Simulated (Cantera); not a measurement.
Source: NASA polynomial tables (part measured, part estimated), evaluated in Cantera. Values are per mole of reaction as written; species without (g) are pure solids or liquids, kept so even where they would boil at 1 bar.

2 H₂O(g) + 6 F(g) + B₂O₂(g) = 2 H₂O₂(g) + 2 BF₃(g)

```csv
T (K),ΔH° (kJ),ΔS° (J/K),ΔG° (kJ),log10 K
673,-2098.3,-636.4,-1670.0,129.62
723,-2099.5,-638.1,-1638.2,118.35
773,-2100.6,-639.5,-1606.2,108.54
823,-2101.5,-640.7,-1574.2,99.91
873,-2102.4,-641.7,-1542.1,92.27
923,-2103.1,-642.6,-1510.0,85.45
973,(withheld),(withheld),(withheld),(withheld)
1023,-2104.4,-643.9,-1445.7,73.82
1073,(withheld),(withheld),(withheld),(withheld)
1123,-2105.4,-644.8,-1381.3,64.25
```

**Question.** What belongs in the gaps?

**Answer.** 
- 973, ΔH° (kJ): -2103.8
- 973, ΔS° (J/K): -643.3
- 973, ΔG° (kJ): -1477.9
- 973, log10 K: 79.34
- 1073, ΔH° (kJ): -2104.9
- 1073, ΔS° (J/K): -644.4
- 1073, ΔG° (kJ): -1413.5
- 1073, log10 K: 68.81
